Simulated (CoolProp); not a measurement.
Saturated liquid density (kg/m³) of isohexane: the reference equation beside estimates from Tc = 497.7 K, pc = 3043 kPa, ω = 0.280. Rackett uses Z = 0.29056 − 0.08775 ω.

Values from CoolProp's reference Helmholtz-energy equation of state, Lemmon 2006. It is a short technical equation, of lower accuracy than the large ones.

| T (K) | reference | Rackett | Redlich-Kwong |
|---|---|---|---|
| 296.5 | 650.0 | 662.1 | 576.9 |
| 303 | 644.0 | 655.8 | 570.9 |
| 309.5 | 638.0 | 649.4 | 564.7 |
| 316.1 | 631.8 | 642.8 | 558.3 |
| 322.6 | 625.6 | 636.2 | 551.8 |
| 329.2 | 619.2 | 629.4 | 545.1 |
| 335.7 | 612.8 | 622.6 | 538.2 |
| 342.2 | 606.3 | 615.7 | 531.2 |
| 348.8 | 599.5 | 608.6 | 523.9 |
| 355.3 | 592.8 | 601.4 | 516.4 |
| 361.8 | 585.9 | 594.0 | 508.8 |
| 368.4 | 578.7 | 586.4 | 500.8 |
| 374.9 | 571.5 | 578.7 | 492.7 |
| 381.5 | 564.0 | 570.7 | 484.2 |
| 388 | 556.3 | 562.7 | 475.6 |

Absolute difference from the reference over all 15 rows, mean and median: Rackett 1.5 and 1.6 %, Redlich-Kwong 12.6 and 12.4 %.
